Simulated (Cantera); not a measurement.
Charge: 1 mol N2O, 0.14 mol H2, 0.97 mol N2, 0.32 mol H2O, at 1925 K and 21000 Pa.

These are equilibrium values from Cantera (NASA tables, ideal gas, pure condensed phases), not measurements of a reactor. Candidate condensed phases: H2O; 24 gas species. Kinetics and transport are ignored.

Base state: N2 0.686, H2O 0.159, O2 0.147, NO 0.00483, OH 0.00238, O 0.000308, H2 0.000145, H 2.51e-5 (mole fractions); condensed: gas only.

Q: What changes in the equilibrium state with this change: N2O replaced by HBr?

A: 
```csv
species,before,after
N2,0.686,0.386
HBr,0,0.331
H2O,0.159,0.127
O2,0.147,2.50e-7
Br,0,0.0663
H2,0.000145,0.0889
Br2,0,0.000298
NO,0.00483,4.72e-6
O,0.000308,4.02e-7
```
Further candidate phases: Br2.

Q: What changes in the equilibrium state with this change: temperature from 1925 K to 2550 K?

A: 
```csv
species,before,after
N2,0.686,0.665
H2O,0.159,0.136
O2,0.147,0.129
OH,0.00238,0.0257
O,0.000308,0.0145
NO,0.00483,0.0180
H,2.51e-5,0.00537
H2,0.000145,0.00622
```

Q: What changes in the equilibrium state with this change: H2O from 0.32 to 0.059 mol?

A: 
| species | before | after |
|---|---|---|
| N2 | 0.686 | 0.755 |
| O2 | 0.147 | 0.162 |
| H2O | 0.159 | 0.0756 |
| H2 | 0.000145 | 6.56e-5 |
| H | 2.51e-5 | 1.69e-5 |
| OH | 0.00238 | 0.00168 |
| NO | 0.00483 | 0.00532 |
